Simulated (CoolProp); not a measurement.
Vapour-liquid equilibrium of methanol (1) + water (2) at 292.9 K; x and y are mole fractions of (1).

Values from CoolProp's multi-fluid Helmholtz-energy mixture model, de Reuck 1993 and Wagner 2002; pair parameters Bell 2016.

| x | bubble pressure, mixture model (MPa) | bubble pressure, Raoult's law (MPa) | y, mixture model | y, Raoult's law |
|---|---|---|---|---|
| 0.05 | 0.003355 | 0.002831 | 0.340 | 0.227 |
| 0.125 | (withheld) | 0.003623 | (withheld) | 0.444 |
| 0.2 | 0.005789 | 0.004414 | 0.669 | 0.583 |
| 0.275 | 0.006720 | 0.005206 | 0.735 | 0.679 |
| 0.35 | 0.007521 | 0.005997 | 0.780 | 0.750 |
| 0.425 | (withheld) | 0.006789 | 0.815 | 0.805 |
| 0.5 | 0.008874 | 0.007580 | 0.843 | 0.848 |
| 0.575 | 0.009478 | 0.008372 | 0.868 | 0.883 |
| 0.65 | 0.01006 | 0.009163 | 0.891 | 0.912 |
| 0.725 | 0.01064 | 0.009955 | 0.914 | 0.936 |
| 0.8 | 0.01122 | 0.01075 | 0.936 | 0.957 |
| 0.875 | 0.01182 | 0.01154 | 0.959 | 0.975 |
| 0.95 | 0.01243 | 0.01233 | 0.983 | 0.991 |

**Question.** What belongs in the gaps?

**Answer.** 
- 0.125, bubble pressure, mixture model (MPa): 0.004684
- 0.125, y, mixture model: 0.560
- 0.425, bubble pressure, mixture model (MPa): 0.008229

The largest gap from Raoult's law is +31.2 % in bubble pressure, at x = 0.2. No azeotrope shows between x = 0.05 and 0.95.

Pair parameters are fitted to limited data, so mixtures are less certain than the pure fluids.
